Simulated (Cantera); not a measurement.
Input: 1 mol Si, 0.71 mol Cl₂, 15 mol H₂, equilibrated at 49000 Pa.

Method: chemical equilibrium by Gibbs-energy minimisation in Cantera with the NASA 1993 tables (ideal gas, pure condensed phases). Candidate condensed phases: Si; 19 gas species. The tables' values for SiCl₃ are old estimates; treat these amounts as uncertain. The numbers say what is thermodynamically allowed, not how fast it happens.

x: gas mole fraction; n: condensed amount in mol.

```tsv
T (K)	x H₂	x HCl	x SiCl₄	x SiCl₂	x SiHCl₃	n Si(s)
1100	0.961	0.0175	0.0108	0.000652	0.00875	0.664
1150	0.956	…	…	…	…	0.686
1200	0.951	0.0304	0.00779	0.00230	0.00662	0.708
1250	0.945	0.0375	0.00596	0.00375	0.00534	0.729
1300	0.939	0.0443	0.00417	0.00557	0.00403	0.746
1350	0.935	…	…	…	…	0.759
1400	0.931	0.0543	0.00152	0.00935	0.00185	0.767
1450	0.928	0.0571	0.000822	0.0108	0.00115	0.771
```

Q: What belongs in the gaps?

A: 
- 1150, x HCl: 0.0236
- 1150, x SiCl₄: 0.00945
- 1150, x SiCl₂: 0.00128
- 1150, x SiHCl₃: 0.00777
- 1350, x HCl: 0.0500
- 1350, x SiCl₄: 0.00264
- 1350, x SiCl₂: 0.00753
- 1350, x SiHCl₃: 0.00282
